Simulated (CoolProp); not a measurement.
Nitrogen at 249.9 K and 0.718 MPa flows at 1.2 m/s in a round tube of 6 mm bore and 45 µm roughness, fully developed (64/Re and Nu = 3.66 if laminar; Colebrook and Gnielinski if turbulent). Each further row changes one setting.

Model: reference Helmholtz-energy equation of state, Span 2000, in CoolProp.

```csv
case,Reynolds number,Darcy friction factor,pressure drop (Pa/m),heat-transfer coefficient (W/(m² K)),mass flow (kg/h)
as stated,4490,0.0459,53.6,67.2,1.19
velocity 2.4 m/s,8980,0.0411,192,136,2.38
diameter 12 mm,8980,0.0368,21.5,60.2,4.76
```

Viscosity comes from a separate model (Lemmon 2004). Thermal conductivity comes from a separate model (Lemmon 2004).
